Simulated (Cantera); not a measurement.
**Ignition delay**

Mixture: 28.7 % H2, 15.0 % O2, 56.3 % N2, equivalence ratio 0.96, at 400000 Pa, adiabatic and at constant volume. Ignition delay is the time to a rise of 400 K.

Cantera simulation using the H2/O2 subset of GRI-Mech 3.0, which has no nitrogen chemistry; the numbers are that mechanism's predictions, not measurements. The hydrogen kinetics of GRI-Mech 3.0 are dated; newer H2 mechanisms differ, most at raised pressure. Below about 950 K walls govern HO2 and H2O2 in real vessels.

| T0 (K) | delay (ms) |
|---|---|
| 925 | 87.5 |
| 1025 | 4.94 |
| 1125 | 0.0581 |
| 1225 | 0.0126 |
| 1325 | 0.00666 |
| 1425 | 0.00432 |

```
Property                                               Result
--------------------------------------------------  ---------
apparent activation energy between 1225 and 1425 K  78 kJ/mol
```
